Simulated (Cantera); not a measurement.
Input (Python, Cantera):

```python
import numpy as np
import cantera as ct

gas = ct.Solution("h2o2.yaml")
gas.TPX = 800, 500000, {'H2': 1, 'O2': 0.455, 'N2': 4.55, 'H2O': 1.5}
inlet = ct.Reservoir(gas, clone=True)
gas.equilibrate("HP")  # start burning
reactor = ct.IdealGasConstPressureReactor(gas, energy="on", clone=False)
exhaust = ct.Reservoir(gas, clone=True)
tau = [0.44, 0.19, 0.085, 0.037, 0.016, 0.0071, 0.0031, 0.0014, 0.00059, 0.00026, 0.00011, 4.9e-05, 2.2e-05][0]
for a, b in ((inlet, reactor), (reactor, exhaust)):
    ct.MassFlowController(a, b, mdot=lambda t: reactor.mass / tau)
net = ct.ReactorNet([reactor])
show = ['H2', 'O2', 'H2O', 'H', 'O', 'OH']

rows = []
print(f"{'tau/s':>10s}{'T/K':>9s}" + "".join(f"{s:>11s}" for s in show))
for tau in [0.44, 0.19, 0.085, 0.037, 0.016, 0.0071, 0.0031, 0.0014, 0.00059, 0.00026, 0.00011, 4.9e-05, 2.2e-05]:
    net.initial_time = 0.0
    net.advance(30 * tau)
    before = gas.X
    net.advance(40 * tau)
    drift = np.max(np.abs(gas.X - before) / (gas.X + 1e-9))
    rows.append([gas.T, *gas[show].X, drift])
    print(f"{tau:10.3e}{gas.T:9.1f}" + "".join(f"{x:11.3e}" for x in gas[show].X))
```

Output:

```
     tau/s      T/K         H2         O2        H2O          H          O         OH
 4.400e-01   1653.8  1.288e-02  5.166e-05  3.416e-01  6.491e-05  3.534e-07  7.868e-05
 1.900e-01   1652.9  1.294e-02  8.467e-05  3.415e-01  9.464e-05  7.494e-07  1.139e-04
 8.500e-02   1651.7  1.305e-02  1.371e-04  3.413e-01  1.350e-04  1.514e-06  1.606e-04
 3.700e-02   1649.7  1.323e-02  2.267e-04  3.410e-01  1.939e-04  3.078e-06  2.266e-04
 1.600e-02   1646.7  1.354e-02  3.764e-04  3.405e-01  2.789e-04  6.187e-06  3.166e-04
 7.100e-03   1642.1  1.401e-02  6.116e-04  3.398e-01  3.979e-04  1.198e-05  4.323e-04
 3.100e-03   1635.0  1.476e-02  9.915e-04  3.387e-01  5.755e-04  2.309e-05  5.849e-04
 1.400e-03   1624.9  1.586e-02  1.551e-03  3.371e-01  8.274e-04  4.246e-05  7.670e-04
 5.900e-04   1608.6  1.764e-02  2.471e-03  3.345e-01  1.238e-03  7.995e-05  1.000e-03
 2.600e-04   1586.0  2.013e-02  3.777e-03  3.310e-01  1.817e-03  1.402e-04  1.236e-03
 1.100e-04   1551.4  2.404e-02  5.853e-03  3.256e-01  2.670e-03  2.384e-04  1.447e-03
 4.900e-05   1502.1  3.008e-02  9.044e-03  3.177e-01  3.611e-03  3.580e-04  1.501e-03
 2.200e-05    800.0  1.332e-01  6.063e-02  1.999e-01  4.655e-15  2.463e-16  4.875e-17
```

Cantera simulation using the H2/O2 subset of GRI-Mech 3.0, which has no nitrogen chemistry; the numbers are that mechanism's predictions, not measurements. The hydrogen kinetics of GRI-Mech 3.0 are dated; newer H2 mechanisms differ, most at raised pressure.
